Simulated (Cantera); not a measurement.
A closed system holds: 1 mol Si, a varied amount of CO2, 980 mol N2, held at 1125 K and 2.30 bar.

Equilibrium computed with Cantera from the NASA thermochemical tables; the gas is ideal and each condensed phase is pure. Candidate condensed phases: C, Si, SiC, SiO2, Si2N2O, Si3N4; 34 gas species. N2 is the only nitrogen source here; it is nearly inert below about 1500 K, so the nitride shown seldom forms there in practice. Mutual solubility and eutectic melting of coexisting phases are not modelled. Rates play no part.

x: gas mole fraction; n: condensed amount in mol.

```csv
n(CO2) (mol),x N2,x CO,x CO2,n C(graphite),n Si2N2O(s),n Si3N4(s),n SiO2(β-quartz)
0.071,1.00,7.84e-9,<1e-12,0.0710,0.142,0.239,0
0.18,1.00,7.84e-9,<1e-12,0.180,0.360,0.0933,0
0.29,1.000,8.17e-5,…,0.210,0.500,0,0
0.39,1.000,0.000286,…,0.110,0.500,0,0
0.5,0.999,0.000510,…,0,0.500,0,0
0.61,0.999,0.000622,…,0,0.463,0,0.0732
0.72,0.999,0.000734,…,0,0.427,0,0.147
```

Task: Some entries are withheld; supply them.

Result: 
- 0.29, x CO2: 8.97e-10
- 0.39, x CO2: 1.10e-8
- 0.5, x CO2: 3.50e-8
- 0.61, x CO2: 1.95e-7
- 0.72, x CO2: 2.30e-7
